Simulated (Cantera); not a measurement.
A diamond (100) surface in a fixed gas of H2 with x(CH4) = 0.0022, x(CH3) = 0.00015, at 1148 K, 24.0 Torr; coverages are run to steady state.

Detailed kinetics in Cantera: the Harris–Goodwin 1993 mechanism for the reconstructed diamond (100) surface.

θ: site fractions in the mechanism's names (c6HH fully hydrogenated, c6H* and c6*H radical sites, c6** diradical, c6HM methylated).

```tsv
x(H)	growth (µm/h)	θ c6HH	θ c6H*	θ c6*H	θ c6**	θ c6HM
0.0001	…	0.602	0.0252	0.359	0.00499	0.00328
0.00025	…	0.533	0.0293	0.418	0.0103	0.00417
0.00062	…	0.498	0.0313	0.446	0.0160	0.00471
0.0016	…	0.482	0.0322	0.458	0.0202	0.00464
0.0039	…	0.476	0.0325	0.463	0.0224	0.00389
0.0097	…	0.474	0.0328	0.466	0.0235	0.00265
0.024	…	0.473	0.0330	0.467	0.0240	0.00147
0.061	4.03	0.473	0.0333	0.468	0.0242	0.000681
0.15	4.32	0.473	0.0340	0.468	0.0245	0.000298
```

**Question.** Fill in the missing entries.

**Answer.** 
- 0.0001, growth (µm/h): 0.0781
- 0.00025, growth (µm/h): 0.199
- 0.00062, growth (µm/h): 0.429
- 0.0016, growth (µm/h): 0.883
- 0.0039, growth (µm/h): 1.61
- 0.0097, growth (µm/h): 2.58
- 0.024, growth (µm/h): 3.45
